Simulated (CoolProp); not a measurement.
A Linde-Hampson liquefier for oxygen: isothermal reversible compression at 230 K from 1 atm to 15 MPa, throttling to 1 atm, return gas leaving the recuperator 0 K below the feed. Each further row changes one setting.

Model: reference Helmholtz-energy equation of state, Schmidt 1985, in CoolProp.

```tsv
case	liquid yield per pass	compression work (kJ/kg of gas)
as stated	[?]	283
high pressure 30 MPa	[?]	[?]
warm-end temperature 260 K	0.125	327
warm-end gap 5 K	[?]	283
```

**Question.** Fill in the missing entries.

**Answer.** 
- as stated, liquid yield per pass: 0.181
- high pressure 30 MPa, liquid yield per pass: 0.273
- high pressure 30 MPa, compression work (kJ/kg of gas): 316
- warm-end gap 5 K, liquid yield per pass: 0.170
